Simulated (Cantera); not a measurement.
What does this Cantera script print?

```python
import numpy as np
import cantera as ct

gas_names = """
    C CH CH2 CH3 CH2OH CH3O CH4 CH3OH CO COS CO2 COOH CS CS2 C2 C2H CHCO,ketyl C2H2,acetylene
    C2H2,vinylidene CH2CO,ketene C2H3,vinyl CH3CO,acetyl C2H4 C2H4O,ethylen CH3CHO,ethanal CH3COOH
    (HCOOH)2 C2H5 C2H6 CH3OCH3 C2H5OH C2O C3 C3H3,propargyl C3H4,allene C3H4,propyne C3H4,cyclo-
    C3H5,allyl C3H6,propylene C3H6,cyclo- C3H6O C3H7,n-propyl C3H7,i-propyl C3H8 C3H8O,1propanol
    C3H8O,2propanol C3O2 C4 C4H2 C4H4,1,3-cyclo- C4H6,butadiene C4H6,2-butyne C4H6,cyclo- C4H8,1-butene
    C4H8,cis2-buten C4H8,tr2-butene C4H8,isobutene C4H8,cyclo- (CH3COOH)2 C4H9,n-butyl C4H9,i-butyl
    C4H9,s-butyl C4H9,t-butyl C4H10,isobutane C4H10,n-butane C5 C5H6,1,3cyclo- C5H8,cyclo-
    C5H10,1-pentene C5H10,cyclo- C5H11,pentyl C5H11,t-pentyl C5H12,n-pentane C5H12,i-pentane
    CH3C(CH3)2CH3 C6H2 C6H5,phenyl C6H5O,phenoxy C6H6 C6H5OH,phenol C6H10,cyclo- C6H12,1-hexene
    C6H12,cyclo- C6H13,n-hexyl C7H7,benzyl C7H8 C7H8O,cresol C7H14,1-heptene C7H15,n-heptyl
    C7H16,n-heptane C8H8,styrene C8H10,ethylbenz C8H16,1-octene C8H17,n-octyl C8H18,isooctane
    C8H18,n-octane C9H19,n-nonyl C10H8,naphthale C10H21,n-decyl C12H9,o-bipheny C12H10,bipheny Fe FeC5O5
    FeO Fe(OH)2 H HCO HO2 H2 HCHO,formaldehy HCOOH H2O H2O2 H2S H2SO4 O OH O2 O3 S SH SO SO2 SO3 S2 S2O
    S8
""".split()
cond_names = """
    C(gr) C6H6(L) C7H8(L) C8H18(L),n-octa Fe(a) Fe(c) Fe(d) Fe(L) FeC5O5(L) FeO(s) FeO(L) Fe(OH)2(s)
    Fe(OH)3(s) FeS(a) FeS(b) FeS(c) FeS(L) FeSO4(s) FeS2(s) Fe2O3(s) Fe2S3O12(s) Fe3O4(s) H2O(s) H2O(L)
    H2SO4(L) S(cr1) S(cr2) S(L)
""".split()


def load(file, names, dense=False):
    # The tables refer to 1 bar. Condensed volumes are neglected.
    table = {s.name: s for s in ct.Species.list_from_file(file)}
    out = []
    for n in names:
        d = dict(table[n].input_data)
        d["thermo"] = dict(d["thermo"], **{"reference-pressure": 1e5})
        if dense:
            d["equation-of-state"] = {"model": "constant-volume", "density": "1e6 g/cm^3"}
        out.append(ct.Species.from_dict(d))
    return out


gas = ct.Solution(thermo="ideal-gas", species=load("nasa_gas.yaml", gas_names))
cond = {s.name: ct.Solution(thermo="fixed-stoichiometry", species=[s], name=s.name)
        for s in load("nasa_condensed.yaml", cond_names, dense=True)}
atoms = {
    'Fe2O3': {'Fe': 2, 'O': 3},
    'SO2': {'S': 1, 'O': 2},
    'CO2': {'C': 1, 'O': 2},
    'H2O': {'H': 2, 'O': 1},
}
top_T = {'C(gr)': 4500, 'FeSO4(s)': 950, 'FeS2(s)': 1010, 'Fe2O3(s)': 1830, 'Fe2S3O12(s)': 1100, 'Fe3O4(s)': 1870}  # K; cautious upper limits of use, not melting points


def equilibrate(T, P, feed):
    n = {}
    for name, mol in feed.items():
        for a, k in atoms[name].items():
            n[a] = n.get(a, 0.0) + k * mol
    gas.TPX = T, P, n
    mass = sum(n.values()) * gas.mean_molecular_weight
    gas.equilibrate("TP")
    valid = [c for c in cond.values() if c.min_temp <= T <= top_T.get(c.name, c.max_temp)]
    mix = ct.Mixture([(gas, mass / gas.mean_molecular_weight)] + [(c, 0.0) for c in valid])
    mix.T, mix.P = T, P
    mix.equilibrate("TP", solver="vcs", rtol=1e-11, max_steps=5000)
    return mix


results = []
feed = {'Fe2O3': 1, 'SO2': 1.4, 'CO2': 0.045, 'H2O': 1.2}  # mol
P = 100000  # Pa
for T in [1473, 1498, 1523, 1548, 1573, 1598, 1623, 1648, 1673, 1698]:
    mix = equilibrate(T, P, feed)
    results.append((T, P, feed, dict(zip(mix.species_names, mix.species_moles))))
    x = sorted(zip(gas.X, gas.species_names), reverse=True)
    print(f"T = {T:g} K  P = {P:g} Pa  gas = {mix.phase_moles(0):.4g} mol")
    print("   x: " + "  ".join(f"{s} {v:.3e}" for v, s in x if v > 1e-06))
    print("   condensed (mol): " + ("  ".join(f"{mix.phase(i).name} {mix.phase_moles(i):.4g}"
          for i in range(1, mix.n_phases) if mix.phase_moles(i) > 1e-12) or "none"))
```

Output:

```
T = 1473 K  P = 100000 Pa  gas = 2.652 mol
   x: SO2 5.267e-01  H2O 4.524e-01  CO2 1.697e-02  O2 2.673e-03  SO3 1.171e-03  OH 4.400e-05  H2 1.146e-05  SO 2.296e-06  CO 1.064e-06
   condensed (mol): Fe2O3(s) 0.9481  Fe3O4(s) 0.03461
T = 1498 K  P = 100000 Pa  gas = 2.659 mol
   x: SO2 5.252e-01  H2O 4.513e-01  CO2 1.693e-02  O2 5.050e-03  SO3 1.409e-03  OH 6.432e-05  H2 1.170e-05  SO 2.513e-06  CO 1.131e-06
   condensed (mol): Fe2O3(s) 0.9081  Fe3O4(s) 0.06128
T = 1523 K  P = 100000 Pa  gas = 2.67 mol
   x: SO2 5.226e-01  H2O 4.494e-01  CO2 1.685e-02  O2 9.338e-03  SO3 1.681e-03  OH 9.276e-05  H2 1.191e-05  SO 2.738e-06  CO 1.199e-06
   condensed (mol): Fe2O3(s) 0.8367  Fe3O4(s) 0.1089
T = 1548 K  P = 100000 Pa  gas = 2.691 mol
   x: SO2 5.183e-01  H2O 4.459e-01  O2 1.692e-02  CO2 1.672e-02  SO3 1.988e-03  OH 1.320e-04  H2 1.208e-05  SO 2.964e-06  CO 1.263e-06  Fe(OH)2 1.242e-06
   condensed (mol): Fe2O3(s) 0.7104  Fe3O4(s) 0.1931
T = 1573 K  P = 100000 Pa  gas = 2.727 mol
   x: SO2 5.110e-01  H2O 4.399e-01  O2 3.008e-02  CO2 1.650e-02  SO3 2.323e-03  OH 1.850e-04  H2 1.218e-05  SO 3.182e-06  O 1.811e-06  Fe(OH)2 1.561e-06  CO 1.321e-06
   condensed (mol): Fe2O3(s) 0.4882  Fe3O4(s) 0.3412
T = 1598 K  P = 100000 Pa  gas = 2.792 mol
   x: SO2 4.988e-01  H2O 4.297e-01  O2 5.249e-02  CO2 1.612e-02  SO3 2.673e-03  OH 2.554e-04  H2 1.215e-05  SO 3.374e-06  O 3.244e-06  Fe(OH)2 1.928e-06  CO 1.366e-06
   condensed (mol): Fe2O3(s) 0.09744  Fe3O4(s) 0.6017
T = 1623 K  P = 100000 Pa  gas = 2.808 mol
   x: SO2 4.960e-01  H2O 4.271e-01  O2 5.802e-02  CO2 1.602e-02  SO3 2.503e-03  OH 3.154e-04  H2 1.536e-05  O 4.581e-06  SO 4.527e-06  Fe(OH)2 2.588e-06  CO 1.787e-06
   condensed (mol): Fe3O4(s) 0.6667
T = 1648 K  P = 100000 Pa  gas = 2.809 mol
   x: SO2 4.962e-01  H2O 4.270e-01  O2 5.813e-02  CO2 1.602e-02  SO3 2.253e-03  OH 3.789e-04  H2 2.033e-05  SO 6.352e-06  O 6.104e-06  Fe(OH)2 3.518e-06  CO 2.444e-06
   condensed (mol): Fe3O4(s) 0.6667
T = 1673 K  P = 100000 Pa  gas = 2.809 mol
   x: SO2 4.963e-01  H2O 4.269e-01  O2 5.822e-02  CO2 1.602e-02  SO3 2.033e-03  OH 4.526e-04  H2 2.670e-05  SO 8.823e-06  O 8.064e-06  Fe(OH)2 4.737e-06  CO 3.313e-06
   condensed (mol): Fe3O4(s) 0.6667
T = 1698 K  P = 100000 Pa  gas = 2.81 mol
   x: SO2 4.964e-01  H2O 4.268e-01  O2 5.829e-02  CO2 1.601e-02  SO3 1.841e-03  OH 5.379e-04  H2 3.479e-05  SO 1.214e-05  O 1.057e-05  Fe(OH)2 6.323e-06  CO 4.450e-06
   condensed (mol): Fe3O4(s) 0.6667
```

Equilibrium computed with Cantera from the NASA thermochemical tables; the gas is ideal and each condensed phase is pure. Mutual solubility and eutectic melting of coexisting phases are not modelled.
